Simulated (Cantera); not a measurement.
Charge: 1 mol PbO, 0.014 mol O2, 0.23 mol H2, held at 748.15 K and 1.60 bar.

These are equilibrium values from Cantera (NASA tables, ideal gas, pure condensed phases), not measurements of a reactor. Candidate condensed phases: H2O, Pb, PbO, PbO2, Pb3O4; 12 gas species. The numbers say what is thermodynamically allowed, not how fast it happens.

Base state: H2O 1.000, H2 4.80e-5 (mole fractions); condensed: Pb(l) + PbO(red).

Q: What changes in the equilibrium state with this change: temperature from 748.15 K to 1623 K?

A: 
```csv
species,before,after
H2O,1.000,0.929
Pb,5.50e-9,0.0459
PbO,<1e-9,0.0232
OH,<1e-9,5.51e-5
Pb2,<1e-9,3.95e-5
O2,<1e-9,1.83e-5
H2,4.80e-5,0.00149
"Pb(l), mol",0.202,0.190
"PbO(red), mol",0.798,0
"PbO(l), mol",0,0.793
```
Each liquid is taken as pure. Mutual solubility and eutectic melting of coexisting phases are not modelled. Gases not in the tables: (PbO)n polymers.
